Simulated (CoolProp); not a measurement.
Computed with CoolProp (reference Helmholtz-energy equation of state, Lemmon 2006). It is a short technical equation, of lower accuracy than the large ones.

Q: For hydrogen sulfide, give the phase and the Z, cv (kJ/(kg K)), Joule-Thomson coefficient (K/MPa), isothermal compressibility (1/MPa) at 227.95 °C and 11500 kPa.

A: 
- 227.95 °C and 11500 kPa: supercritical; Z 0.838, cv 0.922, Joule-Thomson coefficient 4.98, isothermal compressibility 0.104
